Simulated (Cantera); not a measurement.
Silicon oxide and oxynitride deposition: SiCl4 + NO + H2

Charge: 1 mol SiCl4, 17 mol NO, 86 mol H2, equilibrated at 110 Pa.

Equilibrium computed with Cantera from the NASA thermochemical tables; the gas is ideal and each condensed phase is pure. Candidate condensed phases: H2O, NH4Cl, Si, SiO2, Si2N2O, Si3N4; 47 gas species. The tables hold silica as quartz up to 1696 K and as liquid above; real silica turns to tridymite and cristobalite and melts near 1996 K. Equilibrium is a limit: real reactors are often held back by kinetics, nucleation or transport.

```csv
T (K),x H2,x H2O,x N2,x HCl,x H,x SiO,n SiO2(β-quartz),n SiO2(condensed)
1398,0.715,0.155,0.0881,0.0414,0.000121,3.00e-7,1.000,0
1448,0.715,0.155,0.0881,0.0414,0.000235,1.51e-6,1.000,0
1498,0.715,0.155,0.0881,0.0414,0.000438,6.76e-6,0.999,0
1548,0.714,0.155,0.0880,0.0414,0.000785,2.75e-5,0.997,0
1598,0.714,0.155,0.0880,0.0414,0.00136,0.000102,0.990,0
1648,0.713,0.156,0.0879,0.0413,0.00227,0.000347,0.966,0
1698,0.710,0.156,0.0878,0.0412,0.00367,0.00109,0,0.894
1748,0.705,0.158,0.0875,0.0409,0.00578,0.00313,0,0.696
1798,0.693,0.162,0.0869,0.0405,0.00884,0.00823,0,0.195
1848,0.686,0.163,0.0866,0.0401,0.0132,0.0102,0,0
1898,0.681,0.162,0.0863,0.0397,0.0195,0.0101,0,0
```
x: gas mole fraction; n: condensed amount in mol.

From 1398 K to 1648 K the condensed part is SiO2(β-quartz). From 1698 K to 1798 K the condensed part is SiO2(condensed). From 1848 K to 1898 K nothing is condensed. The main Si-bearing gas is SiO throughout.
